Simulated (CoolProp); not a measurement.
Computed with CoolProp (reference Helmholtz-energy equation of state, Platzer 1990). This equation is an older, rougher fit; its heat capacities, sound speeds and derivatives of the liquid may be far off and weren't checked against measurements.

Problem. Give the vapour pressure (kPa), vapour density (kg/m³), surface tension (mN/m) of saturated CF4 (R14) at -96.15, -77.55 °C.

Solution. 
```
T (°C)  p (kPa)  vapour density (kg/m³)  surface tension (mN/m)
------  -------  ----------------------  ----------------------
-96.15      615                    42.4                    6.54
-77.55     1320                    93.7                    3.70
```

Surface tension comes from a separate correlation (Mulero 2012).
